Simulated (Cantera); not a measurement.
Input (Python, Cantera) and output of one run.

```python
import numpy as np
import cantera as ct

gas_names = [...]  # 130 gases of nasa_gas.yaml made of C, H, Mg, O, S
cond_names = """
    C(gr) C6H6(L) C7H8(L) C8H18(L),n-octa H2O(s) H2O(L) H2SO4(L) Mg(cr) Mg(L) MgCO3(s) MgO(s) MgO(L)
    MgO2H2(s) MgS(s) MgSO4(s) MgSO4(L) S(cr1) S(cr2) S(L)
""".split()


# ... load() reads the species with a 1 bar reference pressure and builds the phases ...
atoms = {
    'MgCO3': {'Mg': 1, 'C': 1, 'O': 3},
    'SO3': {'S': 1, 'O': 3},
    'H2O': {'H': 2, 'O': 1},
}
top_T = {'C(gr)': 4500, 'MgS(s)': 2250}  # K; cautious upper limits of use, not melting points


# ... equilibrate(T, P, feed) seeds the gas with the atoms and calls Mixture.equilibrate('TP', solver="vcs", rtol=1e-11, max_steps=5000) ...
results = []
feed = {'MgCO3': 1, 'SO3': 0.38, 'H2O': 0.85}  # mol
P = 1100  # Pa
for T in [1200, 1300, 1400, 1500, 1600, 1700, 1800, 1900]:
    mix = equilibrate(T, P, feed)
    results.append((T, P, feed, dict(zip(mix.species_names, mix.species_moles))))
    x = sorted(zip(gas.X, gas.species_names), reverse=True)
    print(f"T = {T:g} K  P = {P:g} Pa  gas = {mix.phase_moles(0):.4g} mol")
    print("   x: " + "  ".join(f"{s} {v:.3e}" for v, s in x if v > 1e-06))
    print("   condensed (mol): " + ("  ".join(f"{mix.phase(i).name} {mix.phase_moles(i):.4g}"
          for i in range(1, mix.n_phases) if mix.phase_moles(i) > 1e-12) or "none"))
```

Output:

```
T = 1200 K  P = 1100 Pa  gas = 2.419 mol
   x: CO2 4.135e-01  H2O 3.514e-01  SO2 1.559e-01  O2 7.797e-02  SO3 1.174e-03  OH 1.352e-05
   condensed (mol): MgO(s) 1
T = 1300 K  P = 1100 Pa  gas = 2.419 mol
   x: CO2 4.133e-01  H2O 3.513e-01  SO2 1.565e-01  O2 7.824e-02  SO3 5.606e-04  OH 4.746e-05  CO 2.155e-06  H2 1.039e-06
   condensed (mol): MgO(s) 1
T = 1400 K  P = 1100 Pa  gas = 2.42 mol
   x: CO2 4.133e-01  H2O 3.512e-01  SO2 1.567e-01  O2 7.835e-02  SO3 2.976e-04  OH 1.392e-04  CO 1.381e-05  H2 5.405e-06  O 2.526e-06
   condensed (mol): MgO(s) 1
T = 1500 K  P = 1100 Pa  gas = 2.42 mol
   x: CO2 4.131e-01  H2O 3.510e-01  SO2 1.568e-01  O2 7.838e-02  OH 3.537e-04  SO3 1.721e-04  CO 6.888e-05  H2 2.262e-05  O 1.082e-05  SO 1.876e-06
   condensed (mol): MgO(s) 1
T = 1600 K  P = 1100 Pa  gas = 2.421 mol
   x: CO2 4.128e-01  H2O 3.506e-01  SO2 1.569e-01  O2 7.840e-02  OH 7.998e-04  CO 2.802e-04  SO3 1.068e-04  H2 7.920e-05  O 3.872e-05  SO 8.515e-06  H 4.613e-06
   condensed (mol): MgO(s) 1
T = 1700 K  P = 1100 Pa  gas = 2.423 mol
   x: CO2 4.118e-01  H2O 3.498e-01  SO2 1.568e-01  O2 7.855e-02  OH 1.642e-03  CO 9.621e-04  H2 2.391e-04  O 1.194e-04  SO3 7.022e-05  SO 3.228e-05  H 2.172e-05
   condensed (mol): MgO(s) 1
T = 1800 K  P = 1100 Pa  gas = 2.427 mol
   x: CO2 4.092e-01  H2O 3.480e-01  SO2 1.564e-01  O2 7.915e-02  OH 3.113e-03  CO 2.854e-03  H2 6.353e-04  O 3.264e-04  SO 1.050e-04  H 8.605e-05  SO3 4.853e-05  MgO2H2 2.295e-06
   condensed (mol): MgO(s) 1
T = 1900 K  P = 1100 Pa  gas = 2.436 mol
   x: CO2 4.031e-01  H2O 3.445e-01  SO2 1.557e-01  O2 8.087e-02  CO 7.410e-03  OH 5.520e-03  H2 1.504e-03  O 8.089e-04  SO 2.985e-04  H 2.935e-04  SO3 3.507e-05  MgO2H2 5.818e-06  Mg 1.337e-06
   condensed (mol): MgO(s) 1
```

Cantera equilibrium calculation (NASA polynomials, part measured and part estimated; ideal gas, pure solids and liquids).
